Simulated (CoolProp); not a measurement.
The numbers come from the reference Helmholtz-energy equation of state, Lemmon 2006 in CoolProp. It is a short technical equation, of lower accuracy than the large ones.

**Question.** Give the vapour pressure (kPa), enthalpy of vaporisation (kJ/kg), surface tension (mN/m), liquid viscosity (µPa s) of saturated C3F8 (R218) at 232.7 K.

**Answer.** 
```tsv
T (K)	p (kPa)	enthalpy of vaporisation (kJ/kg)	surface tension (mN/m)	liquid viscosity (µPa s)
232.7	85.6	106	10.9	463
```

Viscosity comes from a separate model (Huber 2003), an estimate that may be off by 10 % or more. Surface tension comes from a separate correlation (Mulero 2012).
